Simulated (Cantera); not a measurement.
An isothermal, constant-pressure homogeneous reactor starts with H2 : O2 = 0.48 : 1 (molar parts), equivalence ratio 0.24, at 1223 K and 0.0263 atm.

Model: GRI-Mech 3.0 (53 species, 325 reactions), integrated in Cantera. Radical loss at walls, strong at low pressure, is not modelled. The temperature is held fixed by assumption; the heat of reaction is taken as removed at once.

x: mole fraction; the columns are a selection and need not sum to one.

```tsv
t (s)	x H2	x O2	x H2O	x O	x H2O2	x H	x HO2
0.000100	0.324	0.676	4.22e-7	1.37e-7	1.98e-10	3.46e-7	6.32e-8
0.000293	0.324	0.675	0.000433	0.000124	4.45e-9	0.000307	1.62e-6
0.000858	0.0211	0.525	0.248	0.0778	8.18e-7	0.115	1.91e-5
0.00251	0.0128	0.569	0.323	0.0402	1.25e-6	0.0439	2.33e-5
0.00737	0.00227	0.606	0.378	0.00645	1.24e-6	0.00276	1.88e-5
0.0216	0.000190	0.612	0.386	0.000535	4.67e-7	6.51e-5	5.00e-6
0.0632	[?]	0.613	0.387	[?]	[?]	[?]	[?]
0.185	4.50e-6	0.613	0.387	1.37e-5	4.90e-8	2.66e-7	2.08e-7
0.543	1.12e-6	0.613	0.387	3.50e-6	1.70e-8	3.43e-8	6.21e-8
1.59	3.26e-7	0.613	0.387	1.03e-6	6.04e-9	5.49e-9	2.92e-8
4.66	1.13e-7	0.613	0.387	3.61e-7	2.42e-9	1.14e-9	2.65e-8
13.7	6.52e-8	0.613	0.387	2.05e-7	1.51e-9	4.98e-10	3.01e-8
40.0	6.19e-8	0.613	0.387	1.95e-7	1.45e-9	4.61e-10	3.06e-8
```

### Question
What belongs in the gaps?

### Answer

- 0.0632, x H2: 2.34e-5
- 0.0632, x O: 6.86e-5
- 0.0632, x H2O2: 1.47e-7
- 0.0632, x H: 2.99e-6
- 0.0632, x HO2: 9.09e-7
